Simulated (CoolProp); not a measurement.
A single-stage vapour-compression cycle with R21: evaporating at 298.15 K (dew point), condensing at 364.15 K (bubble point), superheat 8 K, subcooling 0 K, compressor efficiency 0.9, no pressure losses. Each further row changes one setting.

Computed with CoolProp (reference Helmholtz-energy equation of state, Platzer 1990). This equation is an older, rougher fit; its heat capacities, sound speeds and derivatives of the liquid may be far off and weren't checked against measurements.

```json
[
 {"case": "as stated", "cooling COP": "3.16", "pressure ratio": "6.02", "discharge temperature (K)": "400.6", "refrigerating effect (kJ/kg)": "163", "volumetric capacity (kJ/m³)": "1260"},
 {"case": "evaporating temperature 303.15 K", "cooling COP": "___", "pressure ratio": "___", "discharge temperature (K)": "397.5", "refrigerating effect (kJ/kg)": "165", "volumetric capacity (kJ/m³)": "1500"},
 {"case": "condensing temperature 359.15 K", "cooling COP": "___", "pressure ratio": "___", "discharge temperature (K)": "___", "refrigerating effect (kJ/kg)": "168", "volumetric capacity (kJ/m³)": "1300"},
 {"case": "subcooling 5 K", "cooling COP": "3.27", "pressure ratio": "6.02", "discharge temperature (K)": "400.6", "refrigerating effect (kJ/kg)": "168", "volumetric capacity (kJ/m³)": "1300"},
 {"case": "superheat 18 K", "cooling COP": "3.16", "pressure ratio": "6.02", "discharge temperature (K)": "___", "refrigerating effect (kJ/kg)": "___", "volumetric capacity (kJ/m³)": "1260"},
 {"case": "compressor efficiency 0.8", "cooling COP": "2.81", "pressure ratio": "6.02", "discharge temperature (K)": "___", "refrigerating effect (kJ/kg)": "163", "volumetric capacity (kJ/m³)": "1260"}
]
```

What belongs in the gaps?


- evaporating temperature 303.15 K, cooling COP: 3.54
- evaporating temperature 303.15 K, pressure ratio: 5.10
- condensing temperature 359.15 K, cooling COP: 3.50
- condensing temperature 359.15 K, pressure ratio: 5.39
- condensing temperature 359.15 K, discharge temperature (K): 394.1
- superheat 18 K, discharge temperature (K): 411.5
- superheat 18 K, refrigerating effect (kJ/kg): 169
- compressor efficiency 0.8, discharge temperature (K): 408.8
